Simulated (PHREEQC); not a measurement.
Dissolve 1.3 mol/kgw LiBr, 0.056 mol/kgw CaCl2 and 0.096 mol/kgw LiCl at 25 °C. Closed to the air; pH follows from the charge balance.

The numbers come from PHREEQC with the ion-association model, phreeqc.dat.

| quantity | before | after |
|---|---|---|
| pH | 6.92 | 6.96 |
| CaOH+ (mol/kgw) | 2.13e-8 | 6.50e-9 |

Task: Which change was made?
A) LiBr from 1.3 to 0.13 mol/kgw
B) CaCl2 replaced by CaBr2 at the same molality
C) diluted 5-fold with water
D) CaCl2 from 0.056 to 0.084 mol/kgw
E) 0.16 mol/kgw NH3 added

Result: C, diluted 5-fold with water

No solid was allowed to form. The ionic strength passes 0.7 mol/kgw, the rough limit of the ion-association models, in before.
